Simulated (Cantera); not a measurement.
Charge: 1 mol Si, 0.017 mol N2O, 890 mol H2, at 1250 K and 3.60 Pa.

Cantera equilibrium calculation (NASA polynomials, part measured and part estimated; ideal gas, pure solids and liquids). Candidate condensed phases: H2O, Si, SiO2, Si2N2O, Si3N4; 35 gas species. The numbers say what is thermodynamically allowed, not how fast it happens.

Base state: H2 1.000, H 8.06e-5, N2 1.91e-5, SiO 1.91e-5 (mole fractions); condensed: Si(s).

Question: What changes in the equilibrium state with this change: pressure from 3.60 Pa to 710000 Pa?

Answer: 
```tsv
species	before	after
H2	1.000	1.000
H	8.06e-5	1.81e-7
SiO	1.91e-5	6.00e-9
N2	1.91e-5	<1e-9
Si(s), mol	0.983	0.961
Si2N2O(s), mol	0	0.0170
```
Mutual solubility and eutectic melting of coexisting phases are not modelled.
